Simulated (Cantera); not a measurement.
An isothermal, constant-pressure homogeneous reactor starts with CO : O2 : H2O : N2 = 0.0021 : 0.043 : 0.0007 : 1 (molar parts), equivalence ratio 0.024, at 1148 K and 2400 Torr.

Detailed kinetics in Cantera: GRI-Mech 3.0 (53 species, 325 reactions).

x: mole fraction; the columns are a selection and need not sum to one.

| t (s) | x CO | x O2 | x H2O | x NO2 | x H2O2 | x O |
|---|---|---|---|---|---|---|
| 0.000200 | 0.00201 | 0.0411 | 0.000669 | <1e-12 | <1e-12 | 1.07e-9 |
| 0.00103 | 0.00201 | 0.0411 | 0.000669 | <1e-12 | <1e-12 | 5.54e-9 |
| 0.00532 | 0.00201 | 0.0411 | 0.000669 | <1e-12 | 3.08e-11 | 5.44e-8 |
| 0.0274 | 0.00188 | 0.0411 | 0.000668 | 2.75e-11 | ___ | ___ |
| 0.141 | 0.00110 | 0.0407 | 0.000668 | 2.14e-9 | 2.38e-8 | 1.73e-6 |
| 0.729 | 0.000126 | 0.0402 | 0.000670 | 1.88e-8 | 2.05e-9 | 3.57e-7 |
| 3.76 | ___ | 0.0402 | 0.000670 | ___ | 2.64e-11 | ___ |
| 19.4 | 3.31e-11 | 0.0402 | 0.000670 | 1.38e-9 | 4.22e-12 | 1.07e-9 |
| 100 | 2.74e-11 | 0.0402 | 0.000670 | 1.33e-9 | 3.54e-12 | 8.95e-10 |

What belongs in the gaps?


- 0.0274, x H2O2: 4.00e-8
- 0.0274, x O: 2.44e-6
- 3.76, x CO: 2.92e-7
- 3.76, x NO2: 5.36e-9
- 3.76, x O: 7.85e-9
